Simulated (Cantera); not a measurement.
An isothermal, constant-pressure homogeneous reactor starts with CH4 : H2 : O2 = 0.0046 : 1 : 0.0054 (molar parts), equivalence ratio 94, at 2748 K and 10.00 Torr.

Computed with Cantera and GRI-Mech 3.0 (53 species, 325 reactions). Radical loss at walls, strong at low pressure, is not modelled.

x: mole fraction; the columns are a selection and need not sum to one.

| t (s) | x CH4 | x H2 | x O2 | x C2H6 | x HCO | x C2H4 |
|---|---|---|---|---|---|---|
| 1.00e-6 | 0.00454 | 0.990 | 0.00534 | <1e-12 | 1.53e-12 | 1.34e-12 |
| 5.93e-6 | 0.00450 | 0.990 | 0.00534 | 3.33e-11 | 5.25e-11 | 1.42e-10 |
| 3.51e-5 | 0.00441 | 0.989 | 0.00528 | 1.35e-9 | 2.12e-9 | (withheld) |
| 0.000208 | 0.00398 | 0.982 | 0.00409 | 1.77e-8 | 1.20e-7 | (withheld) |
| 0.00123 | 0.00239 | 0.954 | 1.48e-6 | 4.63e-8 | 1.64e-7 | (withheld) |
| 0.00730 | 0.000260 | 0.924 | 2.95e-8 | 1.11e-9 | 9.24e-8 | (withheld) |
| 0.0433 | 8.05e-6 | 0.865 | 5.33e-8 | 1.81e-12 | 1.87e-8 | (withheld) |
| 0.256 | <1e-12 | 0.678 | 4.22e-7 | <1e-12 | 3.51e-9 | <1e-12 |
| 1.52 | <1e-12 | 0.552 | 1.02e-6 | <1e-12 | 2.11e-9 | <1e-12 |
| 9.00 | <1e-12 | 0.552 | 1.02e-6 | <1e-12 | 2.10e-9 | <1e-12 |

Fill in the missing entries.


- 3.51e-5, x C2H4: 1.63e-8
- 0.000208, x C2H4: 7.15e-7
- 0.00123, x C2H4: 5.94e-6
- 0.00730, x C2H4: 4.87e-7
- 0.0433, x C2H4: 4.82e-9
